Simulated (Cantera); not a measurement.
Cantera with NASA thermochemical tables; ideal gases at 1 bar, condensed phases pure. Values are per mole of reaction as written; species without (g) are pure solids or liquids, kept so even where they would boil at 1 bar.

Q: Between 1475 and 1675 K, where is each reaction favourable under standard conditions?
- 2 F2(g) + 2 PbO = 2 PbF2 + O2(g)
- O2(g) + 2 PbF2 = 2 PbO(g) + 4 F(g)

A: 
- 2 F2(g) + 2 PbO = 2 PbF2 + O2(g): ΔG° is -801 kJ at 1475 K and -791 kJ at 1675 K; it stays negative (K > 1). ΔH° is -872 kJ and ΔS° -48 J/K at 1675 K.
- O2(g) + 2 PbF2 = 2 PbO(g) + 4 F(g): ΔG° is 882 kJ at 1475 K and 773 kJ at 1675 K; it stays positive (K < 1). ΔH° is 1674 kJ and ΔS° 538 J/K at 1675 K.
